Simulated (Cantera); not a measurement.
Source: NASA polynomial tables (part measured, part estimated), evaluated in Cantera. Values are per mole of reaction as written; species without (g) are pure solids or liquids, kept so even where they would boil at 1 bar.

2 Cr2N + O2(g) = 4 Cr + 2 NO(g)

```json
[
 {"T (K)": "300", "ΔH° (kJ)": "433.6", "ΔS° (J/K)": "180.9", "ΔG° (kJ)": "379.3", "log10 K": "-66.04"},
 {"T (K)": "725", "ΔH° (kJ)": "___", "ΔS° (J/K)": "___", "ΔG° (kJ)": "___", "log10 K": "___"},
 {"T (K)": "775", "ΔH° (kJ)": "425.6", "ΔS° (J/K)": "165.7", "ΔG° (kJ)": "297.2", "log10 K": "-20.03"},
 {"T (K)": "825", "ΔH° (kJ)": "424.6", "ΔS° (J/K)": "164.5", "ΔG° (kJ)": "288.9", "log10 K": "-18.29"},
 {"T (K)": "875", "ΔH° (kJ)": "___", "ΔS° (J/K)": "___", "ΔG° (kJ)": "___", "log10 K": "___"},
 {"T (K)": "925", "ΔH° (kJ)": "422.6", "ΔS° (J/K)": "162.1", "ΔG° (kJ)": "272.6", "log10 K": "-15.39"},
 {"T (K)": "975", "ΔH° (kJ)": "___", "ΔS° (J/K)": "___", "ΔG° (kJ)": "___", "log10 K": "___"},
 {"T (K)": "1025", "ΔH° (kJ)": "420.5", "ΔS° (J/K)": "160.0", "ΔG° (kJ)": "256.5", "log10 K": "-13.07"},
 {"T (K)": "1075", "ΔH° (kJ)": "419.5", "ΔS° (J/K)": "159.0", "ΔG° (kJ)": "248.5", "log10 K": "-12.08"}
]
```

### Question
Fill in the missing entries.

### Answer

- 725, ΔH° (kJ): 426.6
- 725, ΔS° (J/K): 167.0
- 725, ΔG° (kJ): 305.5
- 725, log10 K: -22.01
- 875, ΔH° (kJ): 423.6
- 875, ΔS° (J/K): 163.2
- 875, ΔG° (kJ): 280.8
- 875, log10 K: -16.76
- 975, ΔH° (kJ): 421.5
- 975, ΔS° (J/K): 161.0
- 975, ΔG° (kJ): 264.5
- 975, log10 K: -14.17
